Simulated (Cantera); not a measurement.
What does this Cantera script print?

```python
import numpy as np
import cantera as ct

gas_names = """
    Mg MgN MgO Mg2 N NO NO2 NO3 N2 N2O O O2 O3 Si SiN SiO SiO2 Si2 Si2N Si3
""".split()
cond_names = """
    Mg(cr) Mg(L) MgO(s) MgO(L) MgSiO3(I) MgSiO3(II) MgSiO3(III) MgSiO3(L) Mg2SiO4(s) Mg2SiO4(L) Si(cr)
    Si(L) SiO2(Lqz) SiO2(hqz) SiO2(L) Si2N2O(s) Si3N4(a)
""".split()


# ... load() reads the species with a 1 bar reference pressure and builds the phases ...
atoms = {
    'SiO2': {'Si': 1, 'O': 2},
    'MgO': {'Mg': 1, 'O': 1},
    'N2': {'N': 2},
}
top_T = {'Si2N2O(s)': 2100, 'Si3N4(a)': 2400}  # K; cautious upper limits of use, not melting points


# ... equilibrate(T, P, feed) seeds the gas with the atoms and calls Mixture.equilibrate('TP', solver="vcs", rtol=1e-11, max_steps=5000) ...
results = []
feed = {'SiO2': 1, 'MgO': 0.51, 'N2': 0.24}  # mol
T = 1600  # K
P = 101325  # Pa
mix = equilibrate(T, P, feed)
results.append((T, P, feed, dict(zip(mix.species_names, mix.species_moles))))
x = sorted(zip(gas.X, gas.species_names), reverse=True)
print(f"T = {T:g} K  P = {P:g} Pa  gas = {mix.phase_moles(0):.4g} mol")
print("   x: " + "  ".join(f"{s} {v:.3e}" for v, s in x if v > 0.001))
print("   condensed (mol): " + ("  ".join(f"{mix.phase(i).name} {mix.phase_moles(i):.4g}"
      for i in range(1, mix.n_phases) if mix.phase_moles(i) > 1e-12) or "none"))
```

Output:

```
T = 1600 K  P = 101325 Pa  gas = 0.24 mol
   x: N2 1.000e+00
   condensed (mol): MgSiO3(III) 0.51  SiO2(hqz) 0.49
```

Method: chemical equilibrium by Gibbs-energy minimisation in Cantera with the NASA 1993 tables (ideal gas, pure condensed phases). Mutual solubility and eutectic melting of coexisting phases are not modelled. The tables hold silica as quartz up to 1696 K and as liquid above; real silica turns to tridymite and cristobalite and melts near 1996 K. Condensed phases not in the tables: alloys, solid solutions and most ternary compounds.
